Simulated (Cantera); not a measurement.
## Equilibrium for halide evaporation, hydrolysis and transport: CaF2 + H2O + N2

A closed system holds: 1 mol CaF2, a varied amount of H2O, 190 mol N2, equilibrated at 1998 K and 7.50 Torr.

Method: chemical equilibrium by Gibbs-energy minimisation in Cantera with the NASA 1993 tables (ideal gas, pure condensed phases). Candidate condensed phases: Ca, CaF2, CaO, Ca(OH)2, H2O; 47 gas species. The numbers say what is thermodynamically allowed, not how fast it happens.

From 0.26 mol H2O to 11 mol H2O the condensed part is CaO(s). The main Ca-bearing gas is CaF2 throughout. The share of Ca in condensed phases is highest at 11 mol H2O (94.6 %) and lowest at 0.26 mol H2O (19.2 %).

```
n(H2O) (mol)   x N2     x H2O     x HF    x CaF2      x H2      x O2      x OH       x H  n CaO(s)
------------  -----  --------  -------  --------  --------  --------  --------  --------  --------
0.26          0.993  0.000140  0.00213   0.00411   7.42e-5   2.86e-5   2.59e-5  0.000138     0.192
0.42          0.992  0.000351  0.00316   0.00360  0.000145   4.74e-5   4.65e-5  0.000193     0.292
0.66          0.991  0.000818  0.00439   0.00298  0.000259   8.06e-5   8.12e-5  0.000258     0.413
1.1           0.988   0.00203  0.00594   0.00220  0.000474  0.000148  0.000149  0.000349     0.565
1.7           0.985   0.00413  0.00717   0.00158  0.000754  0.000242  0.000240  0.000441     0.687
2.7           0.980   0.00818  0.00820   0.00104   0.00118  0.000390  0.000381  0.000550     0.792
4.3           0.971    0.0152  0.00888  0.000660   0.00176  0.000601  0.000577  0.000672     0.866
6.9           0.958    0.0268  0.00926  0.000405   0.00254  0.000895  0.000847  0.000809     0.915
11            0.938    0.0450  0.00937  0.000247   0.00357   0.00128   0.00120  0.000958     0.946
```
x: gas mole fraction; n: condensed amount in mol.
